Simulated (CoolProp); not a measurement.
Model: reference Helmholtz-energy equation of state, Thol 2012, in CoolProp.

### Question
Give the vapour pressure (MPa), liquid density (kg/m³), liquid cp (kJ/(kg K)) of saturated benzene at 68.75, 85.95, 120.25 °C.

### Answer
| T (°C) | p (MPa) | liquid density (kg/m³) | liquid cp (kJ/(kg K)) |
|---|---|---|---|
| 68.75 | 0.0705 | 826 | 1.87 |
| 85.95 | 0.121 | 807 | 1.93 |
| 120.25 | 0.302 | 767 | 2.05 |
